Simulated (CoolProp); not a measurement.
A closed Brayton cycle with dry air: compressor inlet 316.15 K and 1.4 MPa, high pressure 4.34 MPa, turbine inlet 920 K, compressor efficiency 0.89, turbine efficiency 0.85, recuperator effectiveness 0 (on enthalpy, no pinch check). Each further row changes one setting.

The numbers come from the reference Helmholtz-energy equation of state, Lemmon 2000 in CoolProp. It is a pseudo-pure fit of the blend.

| case | thermal efficiency (%) | net work (kJ/kg) | compressor to turbine work | compressor exit (K) | turbine exit (K) |
|---|---|---|---|---|---|
| as stated | (withheld) | 85.2 | 0.62 | 451.7 | 720.4 |
| turbine inlet 870 K | 16.2 | 72.9 | (withheld) | 451.7 | (withheld) |
| compressor inlet 326.15 K | 16.4 | 80.8 | (withheld) | (withheld) | 720.4 |
| high pressure 3.69 MPa | 15.1 | (withheld) | 0.59 | 429.6 | (withheld) |
| recuperator effectiveness 0.5 | (withheld) | 85.2 | 0.62 | 451.7 | 720.4 |

Question: Some entries are withheld; supply them.

Answer: 
- as stated, thermal efficiency (%): 16.8
- turbine inlet 870 K, compressor to turbine work: 0.65
- turbine inlet 870 K, turbine exit (K): 679.6
- compressor inlet 326.15 K, compressor to turbine work: 0.64
- compressor inlet 326.15 K, compressor exit (K): 465.7
- high pressure 3.69 MPa, net work (kJ/kg): 79.7
- high pressure 3.69 MPa, turbine exit (K): 745.9
- recuperator effectiveness 0.5, thermal efficiency (%): 23.3
